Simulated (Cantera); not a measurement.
A Cantera script and what it prints.

```python
import numpy as np
import cantera as ct

gas_names = [...]  # 87 gases of nasa_gas.yaml made of C, H, Si
cond_names = """
    C(gr) C6H6(L) C7H8(L) C8H18(L),n-octa Si(cr) Si(L) SiC(b)
""".split()


# ... load() reads the species with a 1 bar reference pressure and builds the phases ...
atoms = {
    'SiH4': {'Si': 1, 'H': 4},
    'C3H8': {'C': 3, 'H': 8},
    'H2': {'H': 2},
}
top_T = {'C(gr)': 4500, 'SiC(b)': 3050}  # K; cautious upper limits of use, not melting points


# ... equilibrate(T, P, feed) seeds the gas with the atoms and calls Mixture.equilibrate('TP', solver="vcs", rtol=1e-11, max_steps=5000) ...
results = []
feed = {'SiH4': 1, 'C3H8': 0.0037, 'H2': 4.1}  # mol
T = 2373  # K
P = 1000  # Pa
mix = equilibrate(T, P, feed)
results.append((T, P, feed, dict(zip(mix.species_names, mix.species_moles))))
print(gas.report(threshold=1e-05))
for i in range(1, mix.n_phases):
    print(f"{mix.phase(i).name:16s} {mix.phase_moles(i):12.5e} mol")
```

Output:

```
       temperature   2373 K
          pressure   1000 Pa
           density   0.00027304 kg/m^3
  mean mol. weight   5.3872 kg/kmol
   phase of matter   gas

                          1 kg             1 kmol
                     ---------------   ---------------
          enthalpy        2.6978e+07        1.4534e+08  J
   internal energy        2.3316e+07        1.2561e+08  J
           entropy             44120        2.3769e+05  J/K
    Gibbs function        -7.772e+07       -4.1869e+08  J
 heat capacity c_p            5955.7             32085  J/K
 heat capacity c_v            4412.3             23770  J/K

                      mass frac. Y      mole frac. X     chem. pot. / RT
                     ---------------   ---------------   ---------------
                 H           0.02263           0.12095           -12.466
                H2           0.28064           0.74995           -24.932
                Si           0.63503           0.12181           -7.1879
              SiC2        0.00017507          1.81e-05           -20.552
               SiH          0.018439         0.0034144           -19.654
              SiH2         0.0018477        0.00033068            -32.12
               Si2          0.019415          0.001862           -14.376
              Si2C          0.018095         0.0014297           -21.058
               Si3         0.0036945        0.00023622           -21.564
     [  +78 minor]        2.6173e-05        5.0683e-06

C(gr)             0.00000e+00 mol
Si(L)             0.00000e+00 mol
SiC(b)            0.00000e+00 mol
```

Cantera equilibrium calculation (NASA polynomials, part measured and part estimated; ideal gas, pure solids and liquids). Gases not in the tables: Si2H6 and higher silanes.
